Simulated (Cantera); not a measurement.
Thermodynamics of aluminium nitride and oxide growth, feed AlCl₃ + N₂O + N₂

Input: 1 mol AlCl₃, 2 mol N₂O, 380 mol N₂, held at 0.133 bar.

Equilibrium computed with Cantera from the NASA thermochemical tables; the gas is ideal and each condensed phase is pure. Candidate condensed phases: Al, AlCl₃, AlN, Al₂O₃; 24 gas species. Condensed phases not in the tables: AlOCl. Kinetics and transport are ignored.

```csv
T (K),log p N₂,log p Cl,log p Cl₂,log p O₂,n Al₂O₃(s)
750,-0.88,-7.21,-3.28,-4.06,0.500
950,-0.88,-5.39,-3.28,-4.06,0.500
1150,-0.88,-4.22,-3.31,-4.06,0.500
1350,-0.88,-3.45,-3.46,-4.07,0.500
1550,-0.88,-3.08,-3.98,-4.09,0.499
1750,-0.88,-3.00,-4.79,-4.14,0.499
1950,-0.88,-2.99,-5.54,-4.21,0.499
```
log p: log10 of the partial pressure in bar; n: condensed amount in mol.

From 750 K to 1950 K the condensed part is Al₂O₃(s).
